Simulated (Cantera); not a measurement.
What does this Cantera script print?

```python
import numpy as np
import cantera as ct

gas = ct.Solution("gri30.yaml")


def delay(T, t_max=10):
    gas.TPX = T, 150000, {'CH4': 1, 'O2': 3.12, 'N2': 11.8}
    reactor = ct.IdealGasReactor(gas, clone=False)
    net = ct.ReactorNet([reactor])
    net.rtol, net.atol = 1e-8, 1e-16
    while net.time < t_max:
        t_old, T_old = net.time, reactor.T
        net.step()
        if reactor.T > T + 400:  # ignition: a rise of 400 K
            return t_old + (T + 400 - T_old) / (reactor.T - T_old) * (net.time - t_old)
    return np.nan


taus = []
for T in [1073, 1173, 1273, 1373, 1473, 1573, 1673, 1773]:
    taus.append(delay(T))
    print(f"T0 = {T:6g} K   tau = {taus[-1]:.4e} s")
```

Result:

```
T0 =   1073 K   tau = 1.6664e-01 s
T0 =   1173 K   tau = 3.6304e-02 s
T0 =   1273 K   tau = 9.1968e-03 s
T0 =   1373 K   tau = 2.6925e-03 s
T0 =   1473 K   tau = 9.1421e-04 s
T0 =   1573 K   tau = 3.6224e-04 s
T0 =   1673 K   tau = 1.6539e-04 s
T0 =   1773 K   tau = 8.4587e-05 s
```

Computed with Cantera and GRI-Mech 3.0 (53 species, 325 reactions).
